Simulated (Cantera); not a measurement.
A closed system holds: 1 mol N2O, 0.43 mol H2, 0.0047 mol SO2, held at 2875 K and 1.00 bar.

These are equilibrium values from Cantera (NASA tables, ideal gas, pure condensed phases), not measurements of a reactor. Candidate condensed phases: H2O, H2SO4, S; 35 gas species. Equilibrium is a limit: real reactors are often held back by kinetics, nucleation or transport.

Base state: N2 0.543, H2O 0.193, O2 0.131, OH 0.0493, NO 0.0267, O 0.0262, H2 0.0154, H 0.0131 (mole fractions); condensed: gas only.

Question: What changes in the equilibrium state with this change: temperature from 2875 K to 2298 K?

Answer: 
| species | before | after |
|---|---|---|
| N2 | 0.543 | 0.573 |
| H2O | 0.193 | 0.242 |
| O2 | 0.131 | 0.156 |
| OH | 0.0493 | 0.0105 |
| H | 0.0131 | 0.000340 |
| O | 0.0262 | 0.00194 |
| H2 | 0.0154 | 0.00126 |
| NO | 0.0267 | 0.0115 |
| SO | 0.000241 | 1.07e-5 |
| HO2 | 3.26e-5 | 1.01e-5 |
| NO2 | 1.34e-5 | 1.12e-5 |
| SO2 | 0.00237 | 0.00271 |

Question: What changes in the equilibrium state with this change: H2 from 0.43 to 0.14 mol?

Answer: 
| species | before | after |
|---|---|---|
| N2 | 0.543 | 0.596 |
| O2 | 0.131 | 0.224 |
| H2O | 0.193 | 0.0628 |
| H2 | 0.0154 | 0.00383 |
| H | 0.0131 | 0.00655 |
| OH | 0.0493 | 0.0322 |
| NO | 0.0267 | 0.0366 |
| O | 0.0262 | 0.0343 |
| NO2 | 1.34e-5 | 2.41e-5 |
| HO2 | 3.26e-5 | 2.79e-5 |
| SO | 0.000241 | 0.000208 |
| SO2 | 0.00237 | 0.00268 |
